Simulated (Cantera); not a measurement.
A closed system holds: 1 mol Si, 0.0031 mol O2, 10 mol N2, at 1900 K and 1.60 mbar.

Equilibrium computed with Cantera from the NASA thermochemical tables; the gas is ideal and each condensed phase is pure. Candidate condensed phases: Si, SiO2, Si2N2O, Si3N4; 16 gas species. The tables' values for SiN are old estimates; treat these amounts as uncertain. Kinetics and transport are ignored.

Base state: N2 0.991, Si 0.00788, SiO 0.000615, Si2N 0.000152, SiN 0.000105, Si2 6.33e-5, Si3 1.43e-5 (mole fractions); condensed: Si(l).

Task: What changes in the equilibrium state with this change: Si replaced by Pb?

Result: 
| species | before | after |
|---|---|---|
| N2 | 0.991 | 0.909 |
| Pb | 0 | 0.0905 |
| PbO | 0 | 0.000415 |
| Si | 0.00788 | 0 |
| SiO | 0.000615 | 0 |
| Si2N | 0.000152 | 0 |
| Si(l), mol | 0.908 | 0 |
Further candidate phases: Pb, PbO, PbO2, Pb3O4.
